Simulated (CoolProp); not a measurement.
Properties of R1132(E) along the isobar 6.24 MPa (Tc = 75.7 °C, pc = 5.174 MPa, ω = 0.245).

Model: reference Helmholtz-energy equation of state, Akasaka 2024, in CoolProp.

```json
[
 {"T (°C)": "-17.75", "phase": "liquid", "Z": "0.1759", "cv (kJ/(kg K))": "1.066", "speed of sound (m/s)": "781.2", "Joule-Thomson coefficient (K/MPa)": "-0.2174", "fugacity coefficient": "0.07774"},
 {"T (°C)": "-7.45", "phase": "liquid", "Z": "0.1735", "cv (kJ/(kg K))": "1.066", "speed of sound (m/s)": "727.5", "Joule-Thomson coefficient (K/MPa)": "-0.1783", "fugacity coefficient": "0.1075"},
 {"T (°C)": "2.85", "phase": "liquid", "Z": "0.1717", "cv (kJ/(kg K))": "1.067", "speed of sound (m/s)": "673.8", "Joule-Thomson coefficient (K/MPa)": "-0.1272", "fugacity coefficient": "0.1439"},
 {"T (°C)": "13.25", "phase": "liquid", "Z": "0.1707", "cv (kJ/(kg K))": "1.070", "speed of sound (m/s)": "619.4", "Joule-Thomson coefficient (K/MPa)": "-0.05930", "fugacity coefficient": "0.1875"},
 {"T (°C)": "23.55", "phase": "liquid", "Z": "0.1705", "cv (kJ/(kg K))": "1.073", "speed of sound (m/s)": "565.0", "Joule-Thomson coefficient (K/MPa)": "0.03089", "fugacity coefficient": "0.2374"},
 {"T (°C)": "33.85", "phase": "liquid", "Z": "0.1714", "cv (kJ/(kg K))": "1.078", "speed of sound (m/s)": "509.7", "Joule-Thomson coefficient (K/MPa)": "0.1549", "fugacity coefficient": "0.2936"},
 {"T (°C)": "44.25", "phase": "liquid", "Z": "0.1737", "cv (kJ/(kg K))": "1.084", "speed of sound (m/s)": "452.2", "Joule-Thomson coefficient (K/MPa)": "0.3346", "fugacity coefficient": "0.3560"},
 {"T (°C)": "54.55", "phase": "liquid", "Z": "0.1782", "cv (kJ/(kg K))": "1.093", "speed of sound (m/s)": "392.3", "Joule-Thomson coefficient (K/MPa)": "0.6084", "fugacity coefficient": "0.4224"},
 {"T (°C)": "64.85", "phase": "liquid", "Z": "0.1865", "cv (kJ/(kg K))": "1.106", "speed of sound (m/s)": "326.8", "Joule-Thomson coefficient (K/MPa)": "1.088", "fugacity coefficient": "0.4918"},
 {"T (°C)": "75.15", "phase": "liquid", "Z": "0.2045", "cv (kJ/(kg K))": "1.131", "speed of sound (m/s)": "247.4", "Joule-Thomson coefficient (K/MPa)": "2.217", "fugacity coefficient": "0.5619"},
 {"T (°C)": "85.55", "phase": "supercritical", "Z": "0.3145", "cv (kJ/(kg K))": "1.205", "speed of sound (m/s)": "148.5", "Joule-Thomson coefficient (K/MPa)": "7.795", "fugacity coefficient": "0.6268"},
 {"T (°C)": "95.85", "phase": "supercritical", "Z": "0.5061", "cv (kJ/(kg K))": "1.136", "speed of sound (m/s)": "160.7", "Joule-Thomson coefficient (K/MPa)": "9.883", "fugacity coefficient": "0.6702"},
 {"T (°C)": "106.15", "phase": "supercritical", "Z": "0.5946", "cv (kJ/(kg K))": "1.102", "speed of sound (m/s)": "174.8", "Joule-Thomson coefficient (K/MPa)": "9.098", "fugacity coefficient": "0.7036"},
 {"T (°C)": "116.55", "phase": "supercritical", "Z": "0.6543", "cv (kJ/(kg K))": "1.087", "speed of sound (m/s)": "186.1", "Joule-Thomson coefficient (K/MPa)": "8.257", "fugacity coefficient": "0.7320"},
 {"T (°C)": "126.85", "phase": "supercritical", "Z": "0.6990", "cv (kJ/(kg K))": "1.081", "speed of sound (m/s)": "195.4", "Joule-Thomson coefficient (K/MPa)": "7.525", "fugacity coefficient": "0.7566"}
]
```
